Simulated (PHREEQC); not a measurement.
PHREEQC input (ion-association model, wateq4f.dat):

```
SOLUTION_MASTER_SPECIES
  An  An-  0  An  62.0  # stands for a non-complexing anion
SOLUTION_SPECIES
  An- = An-
    -log_k 0
    -gamma 3.0 0
PHASES
  Fix_H+
    H+ = H+
    -log_k 0
SOLUTION 1
  temp 25
  units mmol/kgw
  pH 7 charge
  Cl 0.136
  Cu(2) 0.068
  Na 1
  An 1
END
SELECTED_OUTPUT 1
  -reset false
  -pH true
  -pe true
  -ionic_strength true
  -water true
  -totals Cl Cu Na Cu(1) Cu(2)
  -molalities Hfo_wOH Hfo_wOH2+ Hfo_wO- Hfo_sOH Hfo_sOH2+ Hfo_sO- Hfo_sOCu+ Hfo_wOCu+
  -saturation_indices Cu(OH)2 Atacamite Halite
USER_PUNCH 1
  -headings sigma psi
  10 PUNCH EDL("sigma", "Hfo"), EDL("psi", "Hfo")
PRINT
  -reset false
USE solution 1
SURFACE 1
  Hfo_wOH 0.00337079 600 1.5
  Hfo_sOH 8.42697e-05
EQUILIBRIUM_PHASES 1
  Fix_H+ -4 HAn 10
    -force_equality true
  O2(g) -0.68 10
END
# ... the last block is repeated for the other 12 points of pH, with NaOH or the acid as the point needs
```

Selected output (columns that matter, 11 of 13 rows; pH added in front):

```
pH	mu	Cu	Na	m_Hfo_wOH	m_Hfo_wOH2+	m_Hfo_wO-	m_Hfo_sOH	m_Hfo_sOH2+	m_Hfo_sO-	si_Cu(OH)2	si_Atacamite	si_Halite	sigma	psi
4	0.0019342	6.0518e-05	0.001	0.0019753	0.0013267	6.7376e-05	4.5811e-05	3.0769e-05	1.5625e-06	-4.9409	-7.8296	-8.4909	0.13895	0.20485
4.5	0.0015737	3.923e-05	0.001	0.0023017	0.00093269	0.00013012	4.2265e-05	1.7127e-05	2.3894e-06	-4.1218	-6.6893	-8.4869	0.090712	0.18825
5	0.001314	1.3029e-05	0.001	0.0024727	0.00067537	0.0002074	3.2869e-05	8.9774e-06	2.7568e-06	-3.5948	-6.1337	-8.4838	0.056735	0.16881
6	0.0010962	2.7266e-07	0.001	0.0025642	0.0004525	0.00033288	2.8884e-05	5.0971e-06	3.7497e-06	-3.2795	-6.5018	-8.4808	0.02023	0.12088
6.5	0.0010816	3.5603e-08	0.0010266	0.0025703	0.00040985	0.00036928	2.8864e-05	4.6025e-06	4.1469e-06	-3.2341	-6.9108	-8.4692	0.011686	0.093902
7	0.0011058	9.0766e-09	0.0010754	0.0025711	0.0003855	0.00039284	2.8863e-05	4.3275e-06	4.41e-06	-3.2072	-7.3573	-8.4494	0.0064936	0.065906
7.5	0.0011218	6.3105e-09	0.0011072	0.0025704	0.00037027	0.00040878	2.8854e-05	4.1564e-06	4.5887e-06	-3.1897	-7.8223	-8.4369	0.0031152	0.037356
8	0.001134	6.1313e-09	0.0011309	0.0025693	0.0003595	0.00042066	2.8841e-05	4.0355e-06	4.7221e-06	-3.1769	-8.2967	-8.4279	0.00065852	0.0085255
9	0.0011671	6.4581e-09	0.0011878	0.0025654	0.00033795	0.00044612	2.8797e-05	3.7936e-06	5.0079e-06	-3.15	-9.2433	-8.4071	-0.0044379	-0.049082
9.5	0.0012097	6.8059e-09	0.0012504	0.0025604	0.00032059	0.00046845	2.8742e-05	3.5988e-06	5.2586e-06	-3.1272	-9.6978	-8.3853	-0.0087411	-0.077355
10	0.0013151	7.4533e-09	0.00139	0.0025485	0.00029282	0.00050812	2.8608e-05	3.2871e-06	5.7039e-06	-3.0878	-10.12	-8.3407	-0.016053	-0.10472
```

The database's constant for dissolved Cu(OH)2 is higher than later reviews accept.
